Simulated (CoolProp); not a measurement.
Saturation properties of fluorine.

The numbers come from the reference Helmholtz-energy equation of state, de Reuck 1990 in CoolProp.

| T (K) | p (kPa) | liquid density (kg/m³) | vapour density (kg/m³) | liquid cp (kJ/(kg K)) | surface tension (mN/m) |
|---|---|---|---|---|---|
| 86.5 | 119.5 | 1491 | 6.566 | 1.516 | 13.1 |
| 89.2 | 159.4 | 1472 | 8.570 | 1.526 | 12.3 |
| 91.9 | 208.8 | 1452 | 11.01 | 1.538 | 11.6 |
| 94.5 | 266.6 | 1433 | 13.81 | 1.551 | 10.9 |
| 97.2 | 338.5 | 1412 | 17.26 | 1.567 | 10.2 |
| 99.8 | 420.6 | 1392 | 21.17 | 1.584 | 9.51 |
| 102.5 | 520.6 | 1370 | 25.90 | 1.604 | 8.82 |
| 105.1 | 632.4 | 1348 | 31.17 | 1.627 | 8.15 |
| 107.8 | 766.0 | 1325 | 37.49 | 1.654 | 7.48 |
| 110.4 | 913.0 | 1302 | 44.48 | 1.684 | 6.84 |
| 113.1 | 1086 | 1277 | 52.80 | 1.721 | 6.18 |
| 115.7 | 1274 | 1252 | 61.98 | 1.764 | 5.56 |
| 118.4 | 1493 | 1224 | 72.92 | 1.819 | 4.93 |

It boils at 85.0 K under 1 atm.

Surface tension comes from a separate correlation (Mulero 2012).
